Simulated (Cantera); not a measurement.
Charge: 1 mol CH3SiH3, 1.8 mol H2, equilibrated at 2127 °C and 0.00133 bar.

Method: chemical equilibrium by Gibbs-energy minimisation in Cantera with the NASA 1993 tables (ideal gas, pure condensed phases). Candidate condensed phases: C, C6H6, C7H8, C8H18, Si, SiC; 87 gas species. The feed counts by its element totals alone. Gases not in the tables: Si2H6 and higher silanes. Equilibrium is a limit: real reactors are often held back by kinetics, nucleation or transport.

Base state: H2 0.536, H 0.319, Si 0.113, SiC2 0.0218, Si2C 0.00459, C2H2 (acetylene) 0.00374, SiH 0.000939, Si2 0.000180 (mole fractions); condensed: C(graphite).

Question: What changes in the equilibrium state with this change: temperature from 2127 °C to 1627 °C?

Answer: 
```
species             before     after
----------------  --------  --------
H2                   0.536     0.978
H                    0.319    0.0215
Si                   0.113  0.000446
SiC2                0.0218   7.00e-6
C3                 7.36e-5     <1e-9
C                  2.98e-5   1.86e-9
SiC                3.06e-5   2.81e-9
C2H               0.000128   6.65e-8
C(graphite), mol     0.614         0
SiC(s), mol              0     0.998
```

Question: What changes in the equilibrium state with this change: CH3SiH3 replaced by (CH3)2SiCl2?

Answer: 
| species | before | after |
|---|---|---|
| H2 | 0.536 | 0.378 |
| H | 0.319 | 0.268 |
| HCl | 0 | 0.153 |
| Cl | 0 | 0.0775 |
| SiC2 | 0.0218 | 0.0171 |
| Si | 0.113 | 0.0893 |
| SiCl2 | 0 | 0.00545 |
| SiCl | 0 | 0.00483 |
| C2HCl | 0 | 1.04e-5 |
| C(graphite), mol | 0.614 | 1.65 |
The tables' values for SiCl are old estimates; treat these amounts as uncertain.

Question: What changes in the equilibrium state with this change: temperature from 2127 °C to 927 °C?

Answer: 
```json
[
 {"species": "H2", "before": "0.536", "after": "1.000"},
 {"species": "H", "before": "0.319", "after": "5.40e-6"},
 {"species": "SiH2", "before": "2.62e-5", "after": "1.19e-8"},
 {"species": "Si", "before": "0.113", "after": "1.04e-9"},
 {"species": "SiC2", "before": "0.0218", "after": "<1e-9"},
 {"species": "Si2C", "before": "0.00459", "after": "<1e-9"},
 {"species": "C2H2 (acetylene)", "before": "0.00374", "after": "<1e-9"},
 {"species": "SiH", "before": "0.000939", "after": "<1e-9"},
 {"species": "Si2", "before": "0.000180", "after": "<1e-9"},
 {"species": "C2H", "before": "0.000128", "after": "<1e-9"},
 {"species": "C(graphite), mol", "before": "0.614", "after": "0"},
 {"species": "SiC(s), mol", "before": "0", "after": "1.00"}
]
```
